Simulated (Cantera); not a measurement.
**Adiabatic ignition**

An adiabatic, constant-volume homogeneous reactor starts with 7.35 % CH4, 5.15 % H2, 18.4 % O2, 69.1 % N2, equivalence ratio 0.94, at 1723 K and 7500 Torr.

Cantera simulation using GRI-Mech 3.0 (53 species, 325 reactions); the numbers are that mechanism's predictions, not measurements. Above 3000 K some thermodynamic fits are extrapolated.

| t (s) | T (K) | P (bar) | x CH4 | x H2 | x O2 | x CH2CO | x H | x CH3 |
|---|---|---|---|---|---|---|---|---|
| 5.00e-6 | 1765 | 10.2 | 0.0665 | 0.0497 | 0.179 | 1.15e-5 | 0.000132 | 0.00215 |
| 1.13e-5 | 3199 | 18.9 | <1e-12 | 0.0186 | 0.0272 | <1e-12 | 0.00891 | 1.18e-12 |
| 2.55e-5 | 3187 | 18.9 | <1e-12 | 0.0190 | 0.0244 | <1e-12 | 0.00870 | 1.24e-12 |
| 5.74e-5 | 3177 | 18.8 | <1e-12 | 0.0194 | 0.0222 | <1e-12 | 0.00854 | 1.29e-12 |
| 0.000130 | 3175 | 18.8 | <1e-12 | 0.0195 | 0.0217 | <1e-12 | 0.00851 | 1.30e-12 |
| 0.000292 | 3175 | 18.8 | <1e-12 | 0.0195 | 0.0217 | <1e-12 | 0.00851 | 1.30e-12 |
| 0.000660 | 3175 | 18.8 | <1e-12 | 0.0195 | 0.0217 | <1e-12 | 0.00851 | 1.30e-12 |
| 0.00149 | 3175 | 18.8 | <1e-12 | 0.0195 | 0.0217 | <1e-12 | 0.00851 | 1.30e-12 |
| 0.00336 | 3175 | 18.8 | <1e-12 | 0.0195 | 0.0217 | <1e-12 | 0.00851 | 1.30e-12 |
| 0.00758 | 3175 | 18.8 | <1e-12 | 0.0195 | 0.0217 | <1e-12 | 0.00851 | 1.30e-12 |
| 0.0171 | 3175 | 18.8 | <1e-12 | 0.0195 | 0.0217 | <1e-12 | 0.00851 | 1.30e-12 |
| 0.0386 | 3175 | 18.8 | <1e-12 | 0.0195 | 0.0217 | <1e-12 | 0.00851 | 1.30e-12 |
| 0.0871 | 3175 | 18.8 | <1e-12 | 0.0195 | 0.0217 | <1e-12 | 0.00851 | 1.30e-12 |
| 0.196 | 3175 | 18.8 | <1e-12 | 0.0195 | 0.0217 | <1e-12 | 0.00851 | 1.30e-12 |
| 0.443 | 3175 | 18.8 | <1e-12 | 0.0195 | 0.0217 | <1e-12 | 0.00851 | 1.30e-12 |
| 1.00 | 3175 | 18.8 | <1e-12 | 0.0195 | 0.0217 | <1e-12 | 0.00851 | 1.30e-12 |
x: mole fraction; the columns are a selection and need not sum to one.

```json
{
 "time_of_steepest_temperature_rise": "7.83 µs",
 "temperature at 1.00 s": "3175 K",
 "equilibrium_temperature": "3175 K",
 "x(CH4) at 1.00 s": "<1e-12 (gas-phase equilibrium <1e-12)",
 "x(H2) at 1.00 s": "0.0195 (gas-phase equilibrium 0.0195)",
 "x(O2) at 1.00 s": "0.0217 (gas-phase equilibrium 0.0217)"
}
```
